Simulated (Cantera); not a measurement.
Equilibrium for oxide etching and cleaning by halides: MgO + F2

Charge: 1 mol MgO, a varied amount of F2, equilibrated at 825 °C and 2100 Pa.

These are equilibrium values from Cantera (NASA tables, ideal gas, pure condensed phases), not measurements of a reactor. Candidate condensed phases: Mg, MgF2, MgO; 14 gas species. Mutual solubility and eutectic melting of coexisting phases are not modelled. Kinetics and transport are ignored.

```json
[
 {"n(F2) (mol)": "0.52", "log p O2": "-1.68", "log p F": "-11.78", "log p F2": "<-13", "log p FO2": "<-13", "log p FO": "<-13", "log p F2O": "<-13", "log p MgF2": "-9.06", "n MgF2(s)": "0.520", "n MgO(s)": "0.480"},
 {"n(F2) (mol)": "0.79", "log p O2": "-1.68", "log p F": "-11.78", "log p F2": "<-13", "log p FO2": "<-13", "log p FO": "<-13", "log p F2O": "<-13", "log p MgF2": "-9.06", "n MgF2(s)": "0.790", "n MgO(s)": "0.210"},
 {"n(F2) (mol)": "1.1", "log p O2": "-1.81", "log p F": "-2.29", "log p F2": "-3.32", "log p FO2": "-6.52", "log p FO": "-7.06", "log p F2O": "-8.42", "log p MgF2": "-9.06", "n MgF2(s)": "1.00", "n MgO(s)": "0"},
 {"n(F2) (mol)": "1.3", "log p O2": "-1.99", "log p F": "-2.03", "log p F2": "-2.82", "log p FO2": "-6.45", "log p FO": "-6.89", "log p F2O": "-8.01", "log p MgF2": "-9.06", "n MgF2(s)": "1.00", "n MgO(s)": "0"},
 {"n(F2) (mol)": "1.6", "log p O2": "-2.16", "log p F": "-1.93", "log p F2": "-2.62", "log p FO2": "-6.52", "log p FO": "-6.88", "log p F2O": "-7.89", "log p MgF2": "-9.06", "n MgF2(s)": "1.00", "n MgO(s)": "0"},
 {"n(F2) (mol)": "1.9", "log p O2": "-2.28", "log p F": "-1.89", "log p F2": "-2.53", "log p FO2": "-6.60", "log p FO": "-6.90", "log p F2O": "-7.87", "log p MgF2": "-9.06", "n MgF2(s)": "1.00", "n MgO(s)": "0"},
 {"n(F2) (mol)": "2.2", "log p O2": "-2.38", "log p F": "-1.87", "log p F2": "-2.49", "log p FO2": "-6.67", "log p FO": "-6.92", "log p F2O": "-7.87", "log p MgF2": "-9.06", "n MgF2(s)": "1.00", "n MgO(s)": "0"},
 {"n(F2) (mol)": "2.4", "log p O2": "-2.43", "log p F": "-1.86", "log p F2": "-2.47", "log p FO2": "-6.71", "log p FO": "-6.94", "log p F2O": "-7.87", "log p MgF2": "-9.06", "n MgF2(s)": "1.00", "n MgO(s)": "0"},
 {"n(F2) (mol)": "2.7", "log p O2": "-2.50", "log p F": "-1.85", "log p F2": "-2.44", "log p FO2": "-6.77", "log p FO": "-6.96", "log p F2O": "-7.89", "log p MgF2": "-9.06", "n MgF2(s)": "1.00", "n MgO(s)": "0"},
 {"n(F2) (mol)": "3", "log p O2": "-2.56", "log p F": "-1.84", "log p F2": "-2.43", "log p FO2": "-6.82", "log p FO": "-6.98", "log p F2O": "-7.90", "log p MgF2": "-9.06", "n MgF2(s)": "1.00", "n MgO(s)": "0"},
 {"n(F2) (mol)": "3.3", "log p O2": "-2.61", "log p F": "-1.83", "log p F2": "-2.42", "log p FO2": "-6.87", "log p FO": "-7.00", "log p F2O": "-7.91", "log p MgF2": "-9.06", "n MgF2(s)": "1.00", "n MgO(s)": "0"},
 {"n(F2) (mol)": "3.5", "log p O2": "-2.65", "log p F": "-1.83", "log p F2": "-2.41", "log p FO2": "-6.90", "log p FO": "-7.02", "log p F2O": "-7.92", "log p MgF2": "-9.06", "n MgF2(s)": "1.00", "n MgO(s)": "0"},
 {"n(F2) (mol)": "3.8", "log p O2": "-2.69", "log p F": "-1.82", "log p F2": "-2.40", "log p FO2": "-6.94", "log p FO": "-7.04", "log p F2O": "-7.94", "log p MgF2": "-9.06", "n MgF2(s)": "1.00", "n MgO(s)": "0"}
]
```
log p: log10 of the partial pressure in bar; n: condensed amount in mol.

From 0.52 mol F2 to 0.79 mol F2 the condensed part is MgF2(s) + MgO(s). From 1.1 mol F2 to 3.8 mol F2 the condensed part is MgF2(s). The main Mg-bearing gas is MgF2 throughout.
